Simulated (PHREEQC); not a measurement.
Make-up at 50 °C: 0.075 mol/kgw CuSO4 and 0.012 mol/kgw NaCl. Closed to the air; pH follows from the charge balance.

All values are PHREEQC results (ion-association model, phreeqc.dat), not measurements.

| Quantity | Result |
|---|---|
| pH | 4.31 |
| ionic strength | 0.170 mol/kgw |
| specific conductance | 12700 µS/cm |
| density | 1.000 g/cm³ |

```csv
species,molality,activity,log γ
SO4-2,0.0395,0.0117,-0.529
Cu+2,0.0391,0.0128,-0.483
CuSO4,0.0346,0.0359,0.017
Na+,0.0112,0.00838,-0.127
Cl-,0.0108,0.00778,-0.144
CuCl+,0.00115,0.000832,-0.142
NaSO4-,0.000761,0.000568,-0.127
HSO4-,0.000136,0.000101,-0.129
Cu2(OH)2+2,9.67e-5,2.95e-5,-0.515
H+,6.15e-5,4.90e-5,-0.099
CuCl2,4.29e-6,4.46e-6,0.017
CuOH+,3.63e-6,2.61e-6,-0.142
Cu(OH)2,1.07e-7,1.11e-7,0.017
OH-,1.57e-9,1.11e-9,-0.149
```

No solid was allowed to form. At this temperature some constants are extrapolated from 25 °C, and those without enthalpy data are left unchanged.
